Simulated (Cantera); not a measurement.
## Equilibrium for aluminium nitride and oxide growth: Al(CH₃)₃ + N₂O + N₂

A closed system holds: 1 mol Al(CH₃)₃, 1.3 mol N₂O, 4.4 mol N₂, at 1675 K and 52.0 mbar.

Method: chemical equilibrium by Gibbs-energy minimisation in Cantera with the NASA 1993 tables (ideal gas, pure condensed phases). Candidate condensed phases: Al, AlN, Al₂O₃, C, C₆H₆, C₇H₈, C₈H₁₈, H₂O; 148 gas species. The feed counts by its element totals alone. The numbers say what is thermodynamically allowed, not how fast it happens.

```
Property                              Value
--------------------------------  ---------
x(N₂)                                 0.472
x(H₂)                                 0.408
x(CO)                                 0.118
x(HCN)                              0.00140
x(H)                               0.000325
x(HNC)                              3.93e-5
x(C₂H₂ (acetylene))                 2.37e-5
x(CH₄)                              1.04e-5
x(Al)                               1.56e-6
n(AlN(s))                         1.000 mol
n(C(graphite))                     1.68 mol
gas amount                        11.00 mol
log10 activity of Al(l) (absent)      -3.33
```
